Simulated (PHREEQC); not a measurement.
A solution holds 0.0019 mol (CH3)4NF per kg of water, at 25 °C. Closed to the air; pH follows from the charge balance.

All values are PHREEQC results (ion-association model, phreeqc.dat), not measurements.

Each row changes one thing in this solution. Precipitation was switched off in this run.

```
case                                       pH  HF (mol/kgw)  HF2- (mol/kgw)
---------------------------------------  ----  ------------  --------------
as made                                  7.28       1.44e-7         1.05e-9
(CH3)4NF from 0.0019 to 0.00095 mol/kgw  7.18       9.06e-8        3.30e-10
temperature from 25 to 90 °C                ?       1.92e-6         1.51e-8
temperature from 25 to 60 °C             6.90       6.67e-7         5.57e-9
temperature from 25 to 70 °C                ?       9.71e-7         8.07e-9
(CH3)4NF from 0.0019 to 0.00171 mol/kgw     ?       1.34e-7        8.83e-10
```

Problem. Fill in the missing entries.

Solution. 
- temperature from 25 to 90 °C, pH: 6.71
- temperature from 25 to 70 °C, pH: 6.82
- (CH3)4NF from 0.0019 to 0.00171 mol/kgw, pH: 7.26

Complexes and solids missing from the database can't appear. (CH3)4N+ isn't in the database: it is added as a free cation with an ion size of 4 Å. Constants without temperature data keep their 25 °C values here.
